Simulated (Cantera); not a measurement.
An isothermal, constant-pressure homogeneous reactor starts with 0.147 % CO, 0.853 % O₂, 0.932 % H₂O, 98.1 % N₂, equivalence ratio 0.086, at 1475 K and 1.50 bar.

Detailed kinetics in Cantera: GRI-Mech 3.0 (53 species, 325 reactions).

x: mole fraction; the columns are a selection and need not sum to one.

```tsv
t (s)	x CO	x O₂	x H₂O	x N₂O	x CO₂	x H₂
3.00e-5	0.00147	0.00853	0.00932	<1e-12	1.02e-9	5.77e-12
7.98e-5	0.00147	0.00853	0.00932	<1e-12	___	8.01e-11
0.000212	0.00147	0.00853	0.00932	2.33e-12	1.45e-8	1.12e-9
0.000564	0.00147	0.00853	0.00932	2.70e-11	1.83e-7	2.42e-8
0.00150	0.00144	0.00851	0.00930	5.23e-9	3.45e-5	5.00e-6
0.00399	0.000294	0.00790	0.00917	4.53e-7	0.00118	5.66e-5
0.0106	___	0.00780	0.00929	___	0.00145	___
0.0282	2.34e-6	0.00780	0.00931	5.09e-7	0.00147	1.23e-6
0.0751	2.38e-7	0.00780	0.00932	1.77e-7	0.00147	3.16e-7
0.200	6.10e-8	0.00780	0.00932	2.99e-8	0.00147	1.41e-7
0.531	4.60e-8	0.00780	0.00932	1.98e-8	0.00147	1.17e-7
1.41	4.58e-8	0.00780	0.00932	1.97e-8	0.00147	1.17e-7
3.76	4.58e-8	0.00780	0.00932	1.97e-8	0.00147	1.17e-7
10.0	4.58e-8	0.00780	0.00932	1.97e-8	0.00147	1.17e-7
```

Task: Fill in the missing entries.

Result: 
- 7.98e-5, x CO₂: 3.17e-9
- 0.0106, x CO: 2.49e-5
- 0.0106, x N₂O: 6.59e-7
- 0.0106, x H₂: 7.41e-6
